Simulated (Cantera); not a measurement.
# Si + CO2 + H2 + H2O (thermal oxidation and active oxidation of silicon)

Input: 1 mol Si, a varied amount of CO2, 54 mol H2, 0.37 mol H2O, held at 1875 °C and 66.0 mbar.

These are equilibrium values from Cantera (NASA tables, ideal gas, pure condensed phases), not measurements of a reactor. Candidate condensed phases: C, C6H6, C7H8, C8H18, H2O, Si, SiC, SiO2; 123 gas species. Gases not in the tables: Si2H6 and higher silanes. Equilibrium is a limit: real reactors are often held back by kinetics, nucleation or transport.

```
n(CO2) (mol)   x H2     x CO    x H2O    x SiO     x H     x Si  n Si(l)
------------  -----  -------  -------  -------  ------  -------  -------
0.14          0.968  0.00244  2.85e-7  0.00923  0.0160  0.00334    0.250
0.2           0.966  0.00349  3.18e-7   0.0103  0.0160  0.00334    0.186
0.27          0.964  0.00471  3.55e-7   0.0116  0.0159  0.00334    0.113
0.38          0.960  0.00663  4.16e-7   0.0135  0.0159  0.00331        0
0.53          0.957  0.00939  1.13e-6   0.0160  0.0159  0.00144        0
0.73          0.952   0.0129  0.00176   0.0177  0.0158  1.02e-6        0
1             0.943   0.0176  0.00647   0.0176  0.0158  2.73e-7        0
1.4           0.929   0.0244   0.0134   0.0175  0.0157  1.29e-7        0
2             0.909   0.0344   0.0235   0.0173  0.0155  7.13e-8        0
2.7           0.886   0.0458   0.0349   0.0171  0.0153  4.61e-8        0
```
x: gas mole fraction; n: condensed amount in mol.

From 0.14 mol CO2 to 0.27 mol CO2 the condensed part is Si(l). From 0.38 mol CO2 to 2.7 mol CO2 nothing is condensed. The main Si-bearing gas is SiO throughout.
